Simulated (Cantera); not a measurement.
An adiabatic, constant-pressure homogeneous reactor starts with CH₄ : H₂ : O₂ : N₂ = 1 : 0.72 : 3.52 : 20.8 (molar parts), at 1175 K and 9750 Torr.

Cantera simulation using GRI-Mech 3.0 (53 species, 325 reactions); the numbers are that mechanism's predictions, not measurements. The pressure lies above the range GRI-Mech 3.0 was tuned for (to about 10 atm).

x: mole fraction; the columns are a selection and need not sum to one.

| t (s) | T (K) | x CH₄ | x H₂ | x O₂ | x H₂O₂ | x CH₃ |
|---|---|---|---|---|---|---|
| 1.00e-6 | 1175 | 0.0384 | 0.0276 | 0.135 | 1.15e-11 | ? |
| 3.05e-6 | 1175 | 0.0384 | 0.0276 | 0.135 | 1.13e-10 | ? |
| 9.32e-6 | 1175 | 0.0384 | 0.0276 | 0.135 | 1.12e-9 | ? |
| 2.85e-5 | 1175 | 0.0384 | 0.0276 | 0.135 | 1.13e-8 | ? |
| 8.69e-5 | 1175 | 0.0384 | 0.0276 | 0.135 | 1.22e-7 | ? |
| 0.000265 | 1176 | 0.0384 | 0.0276 | 0.135 | 7.26e-6 | ? |
| 0.000809 | 2180 | <1e-12 | 0.000139 | 0.0448 | 2.57e-7 | <1e-12 |
| 0.00247 | 2179 | <1e-12 | 0.000138 | 0.0448 | 2.57e-7 | <1e-12 |
| 0.00754 | 2179 | <1e-12 | 0.000138 | 0.0447 | 2.56e-7 | <1e-12 |
| 0.0230 | 2177 | <1e-12 | 0.000137 | 0.0443 | 2.53e-7 | <1e-12 |
| 0.0703 | 2173 | <1e-12 | 0.000135 | 0.0434 | 2.48e-7 | <1e-12 |
| 0.215 | 2169 | <1e-12 | 0.000133 | 0.0424 | 2.42e-7 | <1e-12 |
| 0.655 | 2168 | <1e-12 | 0.000133 | 0.0422 | 2.41e-7 | <1e-12 |
| 2.00 | 2168 | <1e-12 | 0.000133 | 0.0422 | 2.41e-7 | <1e-12 |

Q: Fill in the missing entries.

A: 
- 1.00e-6, x CH₃: 2.96e-9
- 3.05e-6, x CH₃: 9.25e-9
- 9.32e-6, x CH₃: 2.65e-8
- 2.85e-5, x CH₃: 6.99e-8
- 8.69e-5, x CH₃: 2.49e-7
- 0.000265, x CH₃: 9.31e-6
